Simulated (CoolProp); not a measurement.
A closed Brayton cycle with carbon dioxide: compressor inlet 333.15 K and 9.4 MPa, high pressure 25.1 MPa, turbine inlet 745 K, compressor efficiency 0.8, turbine efficiency 0.93, recuperator effectiveness 0.95 (on enthalpy, no pinch check). Each further row changes one setting.

Model: reference Helmholtz-energy equation of state, Span 1996, in CoolProp.

```tsv
case	thermal efficiency (%)	net work (kJ/kg)	compressor to turbine work	compressor exit (K)	turbine exit (K)
as stated	30.8	63.5	0.46	416.4	630.4
turbine inlet 695 K	27.7	53.9	0.50	416.4	584.7
compressor inlet 343.15 K	28.8	?	0.52	?	630.4
high pressure 21.3 MPa	30.7	?	0.44	?	649.1
recuperator effectiveness 0.5	?	63.5	0.46	416.4	630.4
```

Problem. What belongs in the gaps?

Solution. 
- compressor inlet 343.15 K, net work (kJ/kg): 56.8
- compressor inlet 343.15 K, compressor exit (K): 433.3
- high pressure 21.3 MPa, net work (kJ/kg): 56.2
- high pressure 21.3 MPa, compressor exit (K): 402.0
- recuperator effectiveness 0.5, thermal efficiency (%): 19.9
